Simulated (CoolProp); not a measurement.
Vapour-liquid equilibrium of fluoroethane (R161) (1) + R1234yf (2) at 0.198 MPa; x and y are mole fractions of (1).

Model: multi-fluid Helmholtz-energy mixture model, Wu 2012 and Lemmon 2022; pair parameters Bell 2016, in CoolProp.

| x | bubble temperature (K) | y at the bubble point | dew temperature at overall composition x (K) | liquid density (mol/L) |
|---|---|---|---|---|
| 0.05 | 259.4 | 0.073 | 259.6 | 10.88 |
| 0.15 | 258.1 | 0.208 | 258.6 | 11.32 |
| 0.25 | 256.8 | 0.329 | 257.6 | 11.79 |
| 0.35 | [?] | [?] | 256.6 | 12.30 |
| 0.45 | 254.8 | 0.536 | 255.6 | 12.83 |
| 0.55 | [?] | 0.627 | 254.7 | 13.40 |
| 0.65 | 253.2 | 0.713 | 253.8 | 14.01 |
| 0.75 | 252.5 | 0.795 | 252.9 | [?] |
| 0.85 | 252.0 | 0.876 | 252.2 | 15.37 |
| 0.95 | 251.5 | 0.958 | 251.5 | 16.13 |

Question: Complete the blanks.

Answer: 
- 0.35, bubble temperature (K): 255.8
- 0.35, y at the bubble point: 0.437
- 0.55, bubble temperature (K): 254.0
- 0.75, liquid density (mol/L): 14.66

No azeotrope shows between x = 0.05 and 0.95.

Pair parameters are fitted to limited data, so mixtures are less certain than the pure fluids.
